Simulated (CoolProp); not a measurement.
Vapour-liquid equilibrium of R134a (1) + isobutane (2) at 12.7 bar; x and y are mole fractions of (1).

The numbers come from the multi-fluid Helmholtz-energy mixture model, Tillner-Roth 1994 and Bücker 2006; pair parameters Bell 2016 in CoolProp.

**Question.** Give the bubble temperature and the first vapour's composition at x = 0.2, 0.575, 0.725. Is there an azeotrope?

**Answer.** x = 0.2: 54.9 °C, y = 0.430; x = 0.575: 45.1 °C, y = 0.658; x = 0.725: 44.4 °C, y = 0.730. y crosses x between x = 0.725 and 0.8: the model has an azeotrope there.

Pair parameters are fitted to limited data, so mixtures are less certain than the pure fluids. With so large a gap from Raoult's law the liquid may split in two, which this calculation doesn't test in full.
